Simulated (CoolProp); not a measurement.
A single-stage vapour-compression cycle with R407C: evaporating at 226.15 K (dew point), condensing at 263.15 K (bubble point), superheat 10 K, subcooling 2 K, compressor efficiency 0.8, no pressure losses. Each further row changes one setting.

Model: reference Helmholtz-energy equation of state, Lemmon 2003, in CoolProp. It is a pseudo-pure fit of the blend.

| case | cooling COP | pressure ratio | discharge temperature (K) | refrigerating effect (kJ/kg) | volumetric capacity (kJ/m³) |
|---|---|---|---|---|---|
| as stated | … | 6.82 | 317.2 | 208 | 554 |
| evaporating temperature 231.15 K | … | … | … | 211 | … |
| condensing temperature 258.15 K | 4.00 | 5.70 | … | 215 | 572 |
| subcooling 7 K | 3.59 | 6.82 | 317.2 | 215 | 572 |
| superheat 20 K | … | 6.82 | 328.4 | 215 | … |
| compressor efficiency 0.7 | 3.04 | 6.82 | 326.6 | 208 | 554 |

Q: Fill in the missing entries.

A: 
- as stated, cooling COP: 3.47
- evaporating temperature 231.15 K, cooling COP: 4.10
- evaporating temperature 231.15 K, pressure ratio: 5.23
- evaporating temperature 231.15 K, discharge temperature (K): 311.4
- evaporating temperature 231.15 K, volumetric capacity (kJ/m³): 722
- condensing temperature 258.15 K, discharge temperature (K): 309.2
- superheat 20 K, cooling COP: 3.45
- superheat 20 K, volumetric capacity (kJ/m³): 549
